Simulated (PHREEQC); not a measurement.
A solution holds 0.0081 mol Pb(NO3)2 and 0.00011 mol NaCl per kg of water, at 7.5 °C. Closed to the air; pH follows from the charge balance.

Equilibrium calculation in PHREEQC: ion-association model, wateq4f.dat.

Problem. The ionic strength comes out as 0.0226 mol/kgw. What activity coefficients do Cl-, PbOH+, Na+, Pb2OH+3, PbNO3+ get?

Solution. Cl- 0.86, PbOH+ 0.87, Na+ 0.87, Pb2OH+3 0.28, PbNO3+ 0.87.

Precipitation was switched off in this run. Constants without temperature data keep their 25 °C values here.
